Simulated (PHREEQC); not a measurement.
Solution (25 °C): 0.0018 mol NaBr per kg of water. Closed to the air; pH follows from the charge balance.

Computed with PHREEQC (ion-association model, phreeqc.dat).

```
Item                           Result
--------------------  ---------------
ionic strength        0.00180 mol/kgw
specific conductance        218 µS/cm
```

| species | molality | activity | log γ |
|---|---|---|---|
| Br- | 0.00180 | 0.00172 | -0.021 |
| Na+ | 0.00180 | 0.00172 | -0.020 |
| OH- | 1.05e-7 | 1.00e-7 | -0.021 |
| H+ | 1.05e-7 | 1.01e-7 | -0.019 |

Precipitation was switched off in this run.
